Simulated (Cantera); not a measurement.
**Equilibrium for abatement and gas-phase synthesis: SO2 + O2**

Input: 1 mol SO2, 0.12 mol O2, at 0.255 Torr.

Cantera equilibrium calculation (NASA polynomials, part measured and part estimated; ideal gas, pure solids and liquids). Candidate condensed phases: S; 10 gas species. Equilibrium is a limit: real reactors are often held back by kinetics, nucleation or transport.

| T (K) | x SO2 | x O | x S | x SO | x O2 |
|---|---|---|---|---|---|
| 2175 | 0.759 | 0.0431 | 0.00228 | 0.0761 | 0.119 |
| 2275 | 0.651 | 0.0828 | 0.00749 | 0.132 | 0.127 |
| 2375 | 0.504 | 0.149 | 0.0204 | 0.196 | 0.131 |
| 2475 | 0.335 | 0.245 | 0.0466 | 0.248 | 0.125 |
| 2575 | 0.182 | 0.363 | 0.0903 | 0.260 | 0.104 |
| 2675 | 0.0771 | 0.479 | 0.148 | 0.221 | 0.0742 |
| 2775 | 0.0257 | 0.569 | 0.205 | 0.153 | 0.0456 |
| 2875 | 0.00727 | 0.626 | 0.249 | 0.0913 | 0.0254 |
| 2975 | 0.00191 | 0.657 | 0.277 | 0.0501 | 0.0136 |
| 3075 | 0.000502 | 0.673 | 0.292 | 0.0268 | 0.00728 |
| 3175 | 0.000137 | 0.682 | 0.300 | 0.0144 | 0.00396 |
| 3275 | 3.97e-5 | 0.686 | 0.304 | 0.00790 | 0.00222 |
| 3375 | 1.22e-5 | 0.688 | 0.306 | 0.00446 | 0.00127 |
x: gas mole fraction; nothing condenses.

From 2175 K to 3375 K nothing is condensed.
